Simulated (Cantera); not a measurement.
Calcination and drying: CsOH + O₂

Charge: 1 mol CsOH, 0.028 mol O₂, equilibrated at 7.00 bar.

Method: chemical equilibrium by Gibbs-energy minimisation in Cantera with the NASA 1993 tables (ideal gas, pure condensed phases). Candidate condensed phases: Cs, CsOH, H₂O; 15 gas species. The numbers say what is thermodynamically allowed, not how fast it happens.

```
T (°C)  x CsOH    x O₂  x Cs₂(OH)₂      x Cs  n CsOH(l)
------  ------  ------  ----------  --------  ---------
1100     0.366   0.615      0.0188  0.000109      0.982
1150     0.524   0.453      0.0226  0.000230      0.965
1200     0.729   0.243      0.0266  0.000495      0.910
1250     0.941  0.0283      0.0280   0.00133          0
1300     0.950  0.0281      0.0185   0.00192          0
1350     0.955  0.0281      0.0125   0.00269          0
1400     0.957  0.0282     0.00857   0.00369          0
1450     0.957  0.0284     0.00600   0.00495          0
1500     0.956  0.0287     0.00428   0.00652          0
```
x: gas mole fraction; n: condensed amount in mol.

From 1100 °C to 1200 °C the condensed part is CsOH(l). From 1250 °C to 1500 °C nothing is condensed. The main Cs-bearing gas is CsOH throughout.
